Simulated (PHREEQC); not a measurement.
## Buffer: speciation

Dissolve 160 mmol/kgw NaHSO4, 3.7 mmol/kgw Na2SO4 and 42 mmol/kgw NaCl at 25 °C. Closed to the air; pH follows from the charge balance.

The numbers come from PHREEQC with the Pitzer model, pitzer.dat.

Each row changes one thing in this solution. Precipitation was switched off in this run.

```csv
case,pH,ionic strength (mol/kgw),HSO4- (mol/kgw),SO4-2 (mol/kgw),SI of Mirabilite (Na2SO4:10H2O),SI of Thenardite (Na2SO4)
as made,1.29,0.362,0.0857,0.0780,-2.38,-3.29
Na2SO4 left out,1.29,0.352,0.0848,0.0752,-2.42,-3.33
temperature from 25 to 20 °C,1.27,0.370,0.0817,0.0820,___,-3.30
NaCl from 0.042 to 0.0378 mol/kgw,1.30,0.357,0.0859,0.0778,___,-3.31
temperature from 25 to 10 °C,1.23,0.386,0.0736,0.0901,___,-3.32
Na2SO4 from 0.0037 to 0.00037 mol/kgw,1.29,0.353,0.0849,0.0755,-2.42,-3.33
```

**Question.** What belongs in the gaps?

**Answer.** 
- temperature from 25 to 20 °C, SI of Mirabilite (Na2SO4:10H2O): -2.14
- NaCl from 0.042 to 0.0378 mol/kgw, SI of Mirabilite (Na2SO4:10H2O): -2.40
- temperature from 25 to 10 °C, SI of Mirabilite (Na2SO4:10H2O): -1.61

At this temperature some constants are extrapolated from 25 °C, and those without enthalpy data are left unchanged.
